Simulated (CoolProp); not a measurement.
Vapour-liquid equilibrium of toluene (1) + n-dodecane (2) at 67.45 °C; x and y are mole fractions of (1).

Computed with CoolProp (multi-fluid Helmholtz-energy mixture model, Lemmon 2006 and Lemmon 2004; pair parameters Bell 2016).

```tsv
x	bubble pressure (MPa)	y at the bubble point	dew pressure at overall composition x (MPa)	liquid density (mol/L)
0.05	0.001381	0.753	0.0003771	4.316
0.125	0.003120	0.900	0.0004088	4.512
0.2	0.005026	0.943	0.0004463	4.723
0.275	0.007011	0.964	0.0004914	4.952
0.35	0.009007	0.975	0.0005465	5.202
0.425	0.01097	0.982	0.0006157	5.475
0.5	0.01287	0.986	0.0007049	5.775
0.575	0.01470	0.990	0.0008244	6.106
0.65	0.01648	0.992	0.0009927	6.474
0.725	0.01822	0.994	0.001247	6.885
0.8	0.01996	0.996	0.001679	7.347
0.875	0.02171	0.998	0.002570	7.872
0.95	0.02350	0.999	0.005532	8.471
```

No azeotrope shows between x = 0.05 and 0.95.

Pair parameters are fitted to limited data, so mixtures are less certain than the pure fluids. The gap from Raoult's law changes sign with composition, which may be real or a fault of the pair parameters; it wasn't checked against measurements.
